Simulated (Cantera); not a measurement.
Cantera run:

```python
import numpy as np
import cantera as ct

gas_names = """
    C CN C2 CCN CNC C2N2 C3 C4 C4N2 C5 N N2 Si SiC SiC2 SiN Si2 Si2C Si2N Si3
""".split()
cond_names = """
    C(gr) Si(cr) Si(L) SiC(b) Si3N4(a)
""".split()


# ... load() reads the species with a 1 bar reference pressure and builds the phases ...
atoms = {
    'SiC': {'Si': 1, 'C': 1},
    'C': {'C': 1},
    'N2': {'N': 2},
}
top_T = {'C(gr)': 4500, 'SiC(b)': 3050, 'Si3N4(a)': 2400}  # K; cautious upper limits of use, not melting points


# ... equilibrate(T, P, feed) seeds the gas with the atoms and calls Mixture.equilibrate('TP', solver="vcs", rtol=1e-11, max_steps=5000) ...
results = []
feed = {'SiC': 1, 'C': 0.93, 'N2': 2}  # mol
T = 1775  # K
P = 140  # Pa
mix = equilibrate(T, P, feed)
results.append((T, P, feed, dict(zip(mix.species_names, mix.species_moles))))
x = sorted(zip(gas.X, gas.species_names), reverse=True)
print(f"T = {T:g} K  P = {P:g} Pa  gas = {mix.phase_moles(0):.4g} mol")
print("   x: " + "  ".join(f"{s} {v:.3e}" for v, s in x if v > 1e-05))
print("   condensed (mol): " + ("  ".join(f"{mix.phase(i).name} {mix.phase_moles(i):.4g}"
      for i in range(1, mix.n_phases) if mix.phase_moles(i) > 1e-12) or "none"))
```

Output:

```
T = 1775 K  P = 140 Pa  gas = 2 mol
   x: N2 1.000e+00  Si 3.363e-05
   condensed (mol): C(gr) 0.9301  SiC(b) 0.9999
```

Cantera equilibrium calculation (NASA polynomials, part measured and part estimated; ideal gas, pure solids and liquids).
